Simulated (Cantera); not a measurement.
What does this Cantera script print?

```python
import numpy as np
import cantera as ct

gas_names = """
    NO N2O NbO2
""".split()
cond_names = """
    Nb(cr) Nb(L)
""".split()


# ... load() reads the species with a 1 bar reference pressure and builds the phases ...
species = {s.name: s for s in load("nasa_gas.yaml", gas_names) + load("nasa_condensed.yaml", cond_names)}
# Each term lists the table entries of one substance; the one whose range holds T is used.
reactions = {
    'Nb + 4 NO(g) = 2 N2O(g) + NbO2(g)':
        [(-1, ['Nb(cr)', 'Nb(L)']), (-4, ['NO']), (2, ['N2O']), (1, ['NbO2'])],
}


def pick(names, T):
    return next(species[n] for n in names if species[n].thermo.min_temp <= T <= species[n].thermo.max_temp)


results = []
for label, terms in reactions.items():
    print(label)
    print("     T/K   dH/kJ  dS/(J/K)   dG/kJ   log10 K")
    for T in [1973, 2048, 2123, 2198, 2273, 2348]:
        used = [(nu, pick(names, T)) for nu, names in terms]
        dH = sum(nu * s.thermo.h(T) for nu, s in used) / 1e6
        dS = sum(nu * s.thermo.s(T) for nu, s in used) / 1e3
        dG = dH - T * dS / 1e3
        logK = -dG * 1e6 / (ct.gas_constant * T * np.log(10))
        results.append((label, T, dH, dS, dG, logK, [s.name for _, s in used]))
        print(f"{T:8g} {dH:8.1f} {dS:8.1f} {dG:8.1f} {logK:8.2f}")
```

It prints:

```
Nb + 4 NO(g) = 2 N2O(g) + NbO2(g)
     T/K   dH/kJ  dS/(J/K)   dG/kJ   log10 K
    1973   -402.9   -172.8    -62.0     1.64
    2048   -402.9   -172.8    -49.0     1.25
    2123   -402.9   -172.8    -36.1     0.89
    2198   -403.0   -172.9    -23.1     0.55
    2273   -403.2   -172.9    -10.1     0.23
    2348   -403.4   -173.0      2.8    -0.06
```

Cantera with NASA thermochemical tables; ideal gases at 1 bar, condensed phases pure. Condensed species are held in their standard states even where they would react or evaporate.
